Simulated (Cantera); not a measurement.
What does this Cantera script print?

```python
import numpy as np
import cantera as ct

gas = ct.Solution("gri30.yaml")
gas.TPX = 998, 2000, {'H2': 0.022, 'O2': 1}
inlet = ct.Reservoir(gas, clone=True)

reactor = ct.IdealGasConstPressureReactor(gas, energy="off", clone=False)
exhaust = ct.Reservoir(gas, clone=True)
tau = [0.34, 0.17, 0.083, 0.041, 0.02, 0.01, 0.005][0]
for a, b in ((inlet, reactor), (reactor, exhaust)):
    ct.MassFlowController(a, b, mdot=lambda t: reactor.mass / tau)
net = ct.ReactorNet([reactor])
show = ['H2', 'O2', 'H2O', 'HO2', 'H', 'O']

rows = []
print(f"{'tau/s':>10s}{'T/K':>9s}" + "".join(f"{s:>11s}" for s in show))
for tau in [0.34, 0.17, 0.083, 0.041, 0.02, 0.01, 0.005]:
    net.initial_time = 0.0
    net.advance(30 * tau)
    before = gas.X
    net.advance(40 * tau)
    drift = np.max(np.abs(gas.X - before) / (gas.X + 1e-9))
    rows.append([gas.T, *gas[show].X, drift])
    print(f"{tau:10.3e}{gas.T:9.1f}" + "".join(f"{x:11.3e}" for x in gas[show].X))
```

It prints:

```
     tau/s      T/K         H2         O2        H2O        HO2          H          O
 3.400e-01    998.0  4.371e-04  9.768e-01  2.110e-02  3.065e-06  9.925e-05  1.223e-03
 1.700e-01    998.0  6.392e-04  9.762e-01  2.079e-02  3.817e-06  1.897e-04  1.760e-03
 8.300e-02    998.0  9.514e-04  9.753e-01  2.031e-02  4.675e-06  3.614e-04  2.499e-03
 4.100e-02    998.0  1.417e-03  9.742e-01  1.959e-02  5.546e-06  6.555e-04  3.408e-03
 2.000e-02    998.0  2.149e-03  9.729e-01  1.848e-02  6.375e-06  1.129e-03  4.449e-03
 1.000e-02    998.0  3.255e-03  9.715e-01  1.692e-02  7.029e-06  1.742e-03  5.374e-03
 5.000e-03    998.0  4.996e-03  9.706e-01  1.472e-02  7.448e-06  2.352e-03  5.896e-03
```

Model: GRI-Mech 3.0 (53 species, 325 reactions), integrated in Cantera. Radical loss at walls, strong at low pressure, is not modelled.
